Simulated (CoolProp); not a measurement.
Aqueous magnesium chloride as a coolant, 29 % by mass, freezing at -86.3 °C, 1 atm.

Computed with CoolProp (Melinder's fits for secondary coolants).

| T (°C) | density (kg/m³) | Prandtl number | conductivity (W/(m K)) | viscosity (mPa s) |
|---|---|---|---|---|
| -5.6 | 1315 | 54200 | 0.426 | 8610 |
| -2.5 | (withheld) | (withheld) | 0.435 | 6320 |
| 0.6 | 1308 | 28300 | 0.444 | 4700 |
| 3.7 | (withheld) | 20900 | 0.453 | 3540 |
| 6.8 | (withheld) | 15600 | 0.462 | 2710 |
| 9.9 | 1296 | 11900 | 0.470 | (withheld) |
| 13 | 1293 | (withheld) | 0.479 | 1670 |
| 16.1 | 1289 | 7300 | 0.487 | 1350 |
| 19.2 | 1286 | 5900 | 0.495 | 1110 |
| 22.3 | 1283 | 4870 | 0.504 | 935 |
| 25.4 | (withheld) | 4110 | 0.512 | 806 |
| 28.5 | 1277 | 3550 | 0.519 | 712 |
| 31.6 | 1275 | 3150 | 0.527 | (withheld) |

### Question
Complete the blanks.

### Answer

- -2.5, density (kg/m³): 1311
- -2.5, Prandtl number: 38900
- 3.7, density (kg/m³): 1304
- 6.8, density (kg/m³): 1300
- 9.9, viscosity (mPa s): 2110
- 13, Prandtl number: 9230
- 25.4, density (kg/m³): 1280
- 31.6, viscosity (mPa s): 645
